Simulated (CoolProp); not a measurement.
A closed Brayton cycle with dry air: compressor inlet 312.15 K and 5 MPa, high pressure 9.48 MPa, turbine inlet 965 K, compressor efficiency 0.85, turbine efficiency 0.85, recuperator effectiveness 0.8 (on enthalpy, no pinch check). Each further row changes one setting.

Model: reference Helmholtz-energy equation of state, Lemmon 2000, in CoolProp. It is a pseudo-pure fit of the blend.

| case | thermal efficiency (%) | net work (kJ/kg) | compressor to turbine work | compressor exit (K) | turbine exit (K) |
|---|---|---|---|---|---|
| as stated | 27.6 | 67.5 | 0.53 | 386.6 | 841.1 |
| turbine inlet 915 K | 26.5 | 60.1 | 0.55 | 386.6 | 796.5 |
| compressor inlet 322.15 K | 26.9 | 64.9 | 0.54 | 398.8 | 841.1 |
| high pressure 8.06 MPa | 24.5 | 53.9 | 0.50 | 366.4 | 870.9 |
| recuperator effectiveness 0.5 | 17.3 | 67.5 | 0.53 | 386.6 | 841.1 |
